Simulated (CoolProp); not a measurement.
A simple Rankine cycle with R1132(E): condensing at 293.15 K, boiler at 3.58 MPa, turbine inlet 336 K, turbine efficiency 0.75, pump efficiency 0.7, no recuperator. Each further row changes one setting.

The numbers come from the reference Helmholtz-energy equation of state, Akasaka 2024 in CoolProp.

```json
[
 {"case": "as stated", "thermal efficiency (%)": "6.7", "net work (kJ/kg)": "15.4", "heat in (kJ/kg)": "229", "turbine exit temperature (K)": "293.2", "volume ratio over the turbine": "2.61"},
 {"case": "turbine inlet 356 K", "thermal efficiency (%)": "7.3", "net work (kJ/kg)": "19.2", "heat in (kJ/kg)": "264", "turbine exit temperature (K)": "310.8", "volume ratio over the turbine": "2.47"},
 {"case": "condensing temperature 285.15 K", "thermal efficiency (%)": "8.1", "net work (kJ/kg)": "19.7", "heat in (kJ/kg)": "243", "turbine exit temperature (K)": "285.1", "volume ratio over the turbine": "3.27"},
 {"case": "boiler pressure 2.51 MPa", "thermal efficiency (%)": "4.7", "net work (kJ/kg)": "12.0", "heat in (kJ/kg)": "255", "turbine exit temperature (K)": "309.9", "volume ratio over the turbine": "1.72"},
 {"case": "turbine efficiency 0.65", "thermal efficiency (%)": "5.6", "net work (kJ/kg)": "12.9", "heat in (kJ/kg)": "229", "turbine exit temperature (K)": "293.2", "volume ratio over the turbine": "2.64"}
]
```

The expansion ends wet for: as stated; condensing temperature 285.15 K; turbine efficiency 0.65.
